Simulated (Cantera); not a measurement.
## Abatement and gas-phase synthesis: CS2 + O2 + H2

Feed: 1 mol CS2, a varied amount of O2, 0.075 mol H2, held at 848 K and 0.00910 bar.

These are equilibrium values from Cantera (NASA tables, ideal gas, pure condensed phases), not measurements of a reactor. Candidate condensed phases: C, C6H6, C7H8, C8H18, H2O, H2SO4, S; 123 gas species. Gases not in the tables: S3 to S7. Rates play no part.

From 0.5 mol O2 to 2 mol O2 nothing is condensed. The main C-bearing gas is COS at 0.5 mol O2 and CO2 at 2 mol O2.

```tsv
n(O2) (mol)	log p CO2	log p S2	log p SO2	log p COS	log p CO	log p CS2	log p H2S	log p H2O
0.5	-2.98	-2.50	-8.67	-2.67	-2.90	-2.98	-3.39	-5.69
0.56	-2.86	-2.47	-8.36	-2.69	-2.93	-3.13	-3.41	-5.57
0.63	-2.75	-2.45	-8.01	-2.73	-2.99	-3.34	-3.43	-5.42
0.71	-2.63	-2.42	-7.59	-2.81	-3.08	-3.61	-3.44	-5.25
0.8	-2.53	-2.40	-7.07	-2.95	-3.23	-3.99	-3.46	-5.02
0.9	-2.43	-2.38	-6.29	-3.23	-3.52	-4.64	-3.49	-4.68
1	-2.37	-2.37	-4.61	-3.99	-4.29	-6.24	-3.64	-4.00
1.1	-2.37	-2.39	-3.47	-4.58	-4.87	-7.41	-3.92	-3.69
1.3	-2.39	-2.46	-2.95	-4.90	-5.16	-8.04	-4.16	-3.62
1.4	-2.39	-2.49	-2.83	-5.00	-5.24	-8.23	-4.24	-3.61
1.6	-2.41	-2.57	-2.66	-5.16	-5.36	-8.53	-4.37	-3.61
1.8	-2.43	-2.65	-2.55	-5.30	-5.45	-8.78	-4.49	-3.61
2	-2.45	-2.74	-2.46	-5.43	-5.54	-9.03	-4.61	-3.62
```
log p: log10 of the partial pressure in bar; nothing condenses.
